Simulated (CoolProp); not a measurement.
Nitrous oxide along the isobar 20800 kPa: fugacity coefficient from the reference equation and from simpler models built on Tc = 309.5 K, pc = 7245 kPa, ω = 0.161; each cubic takes its own stable root.

Computed with CoolProp (reference Helmholtz-energy equation of state, Lemmon 2006). It is a short technical equation, of lower accuracy than the large ones.

| T (K) | phase | reference | van der Waals | Redlich-Kwong | Soave-Redlich-Kwong |
|---|---|---|---|---|---|
| 255.5 | liquid | 0.1129 | 0.2096 | (withheld) | 0.1186 |
| 273.1 | liquid | 0.1674 | 0.2592 | 0.1896 | 0.1764 |
| 290.8 | liquid | 0.2324 | 0.3115 | 0.2539 | 0.2455 |
| 308.4 | liquid | 0.3044 | 0.3646 | (withheld) | 0.3218 |
| 326.1 | supercritical | 0.3808 | 0.4181 | 0.3929 | 0.4022 |
| 343.8 | supercritical | 0.4570 | (withheld) | 0.4617 | (withheld) |
| 361.4 | supercritical | 0.5286 | 0.5209 | 0.5259 | 0.5550 |
| 379.1 | supercritical | 0.5932 | 0.5685 | 0.5844 | 0.6212 |
| 396.7 | supercritical | 0.6492 | 0.6123 | 0.6357 | 0.6785 |
| 414.4 | supercritical | (withheld) | 0.6523 | 0.6807 | (withheld) |
| 432.1 | supercritical | 0.7396 | 0.6883 | 0.7198 | 0.7712 |

Question: Fill in the missing entries.

Answer: 
- 255.5, Redlich-Kwong: 0.1331
- 308.4, Redlich-Kwong: 0.3224
- 343.8, van der Waals: 0.4707
- 343.8, Soave-Redlich-Kwong: 0.4814
- 414.4, reference: 0.6978
- 414.4, Soave-Redlich-Kwong: 0.7282
